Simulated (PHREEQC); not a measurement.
0.26 g of hydrous ferric oxide (600 m²/g; 0.2 weak and 0.005 strong sites per Fe, Dzombak-Morel constants, diffuse double layer) in 1 kg of water with 0.05 mol/kgw of an inert sodium salt and 0.0016 mmol/kgw PbCl2, at 25 °C; the pH is set by adding NaOH or the inert anion's acid. Oxygen is held at 0.21 atm. No CO2 enters from the air. Nothing may precipitate in this run.

All values are PHREEQC results (ion-association model, wateq4f.dat), not measurements.

| pH | Pb sorbed (%) | surface charge σ (C/m²) | surface potential ψ (mV) |
|---|---|---|---|
| 3 | 1.4 | 0.357 | 169 |
| 3.5 | 11.9 | 0.335 | … |
| 4 | 53.2 | … | 160 |
| 4.5 | 89.9 | 0.239 | 149 |
| 5 | 98.5 | 0.181 | … |
| 5.5 | 99.8 | … | 118 |
| 6 | 100.0 | 0.089 | 100 |
| 6.5 | 100.0 | 0.058 | 79 |
| 7 | 100.0 | … | 56 |
| 7.5 | 100.0 | … | 31 |
| 8 | 100.0 | 0.003 | 6 |
| 8.5 | 100.0 | -0.010 | -20 |
| 9 | 100.0 | -0.026 | -45 |

Some entries are withheld; supply them.


- 3.5, surface potential ψ (mV): 166
- 4, surface charge σ (C/m²): 0.294
- 5, surface potential ψ (mV): 135
- 5.5, surface charge σ (C/m²): 0.130
- 7, surface charge σ (C/m²): 0.034
- 7.5, surface charge σ (C/m²): 0.017

The oxide is taken as insoluble; below pH 4 it would dissolve.
